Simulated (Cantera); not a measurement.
Charge: 1 mol SiC, 2.3 mol H₂O, 2.4 mol N₂, at 2.20 mbar.

Cantera equilibrium calculation (NASA polynomials, part measured and part estimated; ideal gas, pure solids and liquids). Candidate condensed phases: C, C₆H₆, C₇H₈, C₈H₁₈, H₂O, Si, SiC, SiO₂, Si₂N₂O, Si₃N₄; 151 gas species. N₂ is the only nitrogen source here; it is nearly inert below about 1500 K, so the nitride shown seldom forms there in practice. Mutual solubility and eutectic melting of coexisting phases are not modelled. The tables hold silica as quartz up to 1696 K and as liquid above; real silica turns to tridymite and cristobalite and melts near 1996 K. The numbers say what is thermodynamically allowed, not how fast it happens.

Task: Which condensed phases are stable at each of these points (T (°C)): 802, 902, 1002, 1102, 1202, 1302, 1402, 1502, 1602, 1702, 1802?

Result: 
```
T (°C)                          condensed phases  Si condensed (%)
------  ----------------------------------------  ----------------
802     C(graphite) + SiO₂(β-quartz) + Si₂N₂O(s)             100.0
902                   SiO₂(β-quartz) + Si₂N₂O(s)             100.0
1002                  SiO₂(β-quartz) + Si₂N₂O(s)             100.0
1102                  SiO₂(β-quartz) + Si₂N₂O(s)              99.9
1202                  SiO₂(β-quartz) + Si₂N₂O(s)              97.0
1302                  SiO₂(β-quartz) + Si₂N₂O(s)              56.1
1402                              SiO₂(β-quartz)              29.8
1502                             SiO₂(condensed)              28.6
1602                             SiO₂(condensed)              21.8
1702                                    gas only               0.0
1802                                    gas only               0.0
```

At 802 °C the condensed part is C(graphite) + SiO₂(β-quartz) + Si₂N₂O(s). From 902 °C to 1302 °C the condensed part is SiO₂(β-quartz) + Si₂N₂O(s). At 1402 °C the condensed part is SiO₂(β-quartz). From 1502 °C to 1602 °C the condensed part is SiO₂(condensed). From 1702 °C to 1802 °C nothing is condensed.
